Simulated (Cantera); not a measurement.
**Equilibrium for carbon deposition, reforming and gasification: n-butane + H2O + H2**

Input: 1 mol n-butane, 3.8 mol H2O, a varied amount of H2, at 1875 °C and 1600 Pa.

Method: chemical equilibrium by Gibbs-energy minimisation in Cantera with the NASA 1993 tables (ideal gas, pure condensed phases). Candidate condensed phases: C, C6H6, C7H8, C8H18, H2O; 110 gas species. Rates play no part.

| n(H2) (mol) | x H2 | x CO | x H | x C2H2 (acetylene) | x CH4 | x CH3 | n C(graphite) |
|---|---|---|---|---|---|---|---|
| 5.1 | 0.758 | 0.212 | 0.0287 | 0.00145 | 2.71e-6 | 1.99e-6 | 0.148 |
| 13 | 0.822 | 0.146 | 0.0299 | 0.00157 | 3.19e-6 | 2.24e-6 | 0.118 |
| 21 | 0.856 | 0.111 | 0.0305 | 0.00164 | 3.46e-6 | 2.38e-6 | 0.0875 |
| 28 | 0.875 | 0.0922 | 0.0308 | 0.00168 | 3.62e-6 | 2.46e-6 | 0.0611 |
| 36 | 0.890 | 0.0770 | 0.0311 | 0.00170 | 3.74e-6 | 2.53e-6 | 0.0309 |
| 44 | 0.901 | 0.0661 | 0.0313 | 0.00173 | 3.83e-6 | 2.57e-6 | 0.000649 |
| 52 | 0.909 | 0.0579 | 0.0314 | 0.00152 | 3.64e-6 | 2.43e-6 | 0 |
| 60 | 0.916 | 0.0515 | 0.0315 | 0.00135 | 3.47e-6 | 2.31e-6 | 0 |
| 67 | 0.920 | 0.0470 | 0.0316 | 0.00123 | 3.34e-6 | 2.22e-6 | 0 |
| 75 | 0.925 | 0.0427 | 0.0317 | 0.00112 | 3.21e-6 | 2.12e-6 | 0 |
| 83 | 0.928 | 0.0391 | 0.0317 | 0.00102 | 3.09e-6 | 2.04e-6 | 0 |
| 91 | 0.931 | 0.0361 | 0.0318 | 0.000945 | 2.98e-6 | 1.97e-6 | 0 |
| 99 | 0.934 | 0.0335 | 0.0318 | 0.000878 | 2.88e-6 | 1.90e-6 | 0 |
x: gas mole fraction; n: condensed amount in mol.

From 5.1 mol H2 to 44 mol H2 the condensed part is C(graphite). From 52 mol H2 to 99 mol H2 nothing is condensed. The main C-bearing gas is CO throughout.
